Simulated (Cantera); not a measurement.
Input (Python, Cantera):

```python
import numpy as np
import cantera as ct

gas = ct.Solution("h2o2.yaml")
gas.TPX = 1023, 1333, {'H2': 0.0062, 'O2': 1, 'N2': 3.1}
reactor = ct.IdealGasConstPressureReactor(gas, energy="off", clone=False)
net = ct.ReactorNet([reactor])
net.rtol, net.atol = 1e-08, 1e-18
show = ['H2', 'O2', 'OH', 'H2O', 'H2O2', 'H']
times = np.geomspace(0.0003, 70, 10)

steps = ct.SolutionArray(gas, extra=["t"])
rows = []
print(f"{'t/s':>10s}{'T/K':>9s}{'P/Pa':>11s}" + "".join(f"{s:>11s}" for s in show))
for t in times:
    while net.time < t:
        t_next = net.step()
        steps.append(gas.state, t=t_next)
    rows.append([np.interp(t, steps.t, y) for y in (steps.T, steps.P, *steps(*show).X.T)])
    print(f"{t:10.3e}{rows[-1][0]:9.1f}{rows[-1][1]:11.4g}" + "".join(f"{x:11.3e}" for x in rows[-1][2:]))
rate = np.gradient(steps.T, steps.t)
print("integrator steps:", len(steps.t))
if steps.T.max() > steps.T[0] + 200:
    print(f"time of steepest temperature rise: {steps.t[rate.argmax()]:.4e} s")
gas.TPX = 1023, 1333, {'H2': 0.0062, 'O2': 1, 'N2': 3.1}
gas.equilibrate("TP")
print(f"equilibrium (TP): T = {gas.T:.1f} K  " + "  ".join(f"{s} {gas[s].X[0]:.3e}" for s in show))
```

It prints:

```
       t/s      T/K       P/Pa         H2         O2         OH        H2O       H2O2          H
 3.000e-04   1023.0       1333  1.510e-03  2.435e-01  5.207e-13  1.832e-14  6.066e-18  1.458e-12
 1.185e-03   1023.0       1333  1.510e-03  2.435e-01  4.806e-12  7.451e-13  9.486e-17  3.213e-12
 4.677e-03   1023.0       1333  1.510e-03  2.435e-01  3.122e-11  2.043e-11  1.486e-15  7.885e-12
 1.847e-02   1023.0       1333  1.510e-03  2.435e-01  5.165e-10  8.861e-10  2.389e-14  9.472e-11
 7.293e-02   1023.0       1333  1.498e-03  2.435e-01  4.528e-06  9.110e-06  3.908e-11  8.345e-07
 2.880e-01   1023.0       1333  4.060e-06  2.425e-01  5.074e-05  1.465e-03  2.972e-09  3.152e-05
 1.137e+00   1023.0       1333  9.760e-07  2.428e-01  2.579e-05  1.495e-03  2.537e-09  4.426e-06
 4.490e+00   1023.0       1333  1.104e-07  2.429e-01  8.995e-06  1.506e-03  1.526e-09  1.876e-07
 1.773e+01   1023.0       1333  9.064e-09  2.430e-01  2.718e-06  1.510e-03  3.606e-10  5.083e-09
 7.000e+01   1023.0       1333  8.969e-10  2.430e-01  8.930e-07  1.511e-03  5.091e-11  1.785e-10
integrator steps: 1588
equilibrium (TP): T = 1023.0 K  H2 4.566e-12  O2 2.430e-01  OH 6.715e-08  H2O 1.511e-03  H2O2 3.230e-13  H 7.713e-14
```

Detailed kinetics in Cantera: the H2/O2 subset of GRI-Mech 3.0, which has no nitrogen chemistry. Radical loss at walls, strong at low pressure, is not modelled.
